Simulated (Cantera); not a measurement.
A closed system holds: 1 mol SiH4, 0.0037 mol C3H8, 4.1 mol H2, at 2373 K and 1000 Pa.

These are equilibrium values from Cantera (NASA tables, ideal gas, pure condensed phases), not measurements of a reactor. Candidate condensed phases: C, C6H6, C7H8, C8H18, Si, SiC; 87 gas species. Gases not in the tables: Si2H6 and higher silanes. Kinetics and transport are ignored.

Base state: H2 0.750, Si 0.122, H 0.121, SiH 0.00341, Si2 0.00186, Si2C 0.00143, SiH2 0.000331, Si3 0.000236 (mole fractions); condensed: gas only.

Problem. What changes in the equilibrium state with this change: pressure from 1000 Pa to 27000 Pa?

Solution. 
```
species             before     after
----------------  --------  --------
H2                   0.750     0.964
H                    0.121    0.0264
Si                   0.122   0.00646
C2H2 (acetylene)   3.89e-6  0.000181
Si2                0.00186  0.000141
Si3               0.000236   2.57e-5
Si(l), mol               0     0.934
SiC(s), mol              0   0.00423
```
Mutual solubility and eutectic melting of coexisting phases are not modelled.

Problem. What changes in the equilibrium state with this change: 0.049 mol O2 added?

Solution. 
```tsv
species	before	after
H2	0.750	0.748
H	0.121	0.121
Si	0.122	0.113
SiO	0	0.0118
CO	0	0.00117
SiC2	1.81e-5	9.87e-7
Si2C	0.00143	0.000298
Si3	0.000236	0.000188
```
Further candidate phases: H2O, SiO2.

Problem. What changes in the equilibrium state with this change: pressure from 1000 Pa to 1800 Pa?

Solution. 
| species | before | after |
|---|---|---|
| H2 | 0.750 | 0.802 |
| Si | 0.122 | 0.0969 |
| H | 0.121 | 0.0932 |
| Si3 | 0.000236 | 0.000385 |
| SiH2 | 0.000331 | 0.000506 |
| SiC2 | 1.81e-5 | 1.24e-5 |
| Si2 | 0.00186 | 0.00212 |
| SiH | 0.00341 | 0.00377 |
| Si(l), mol | 0 | 0.212 |
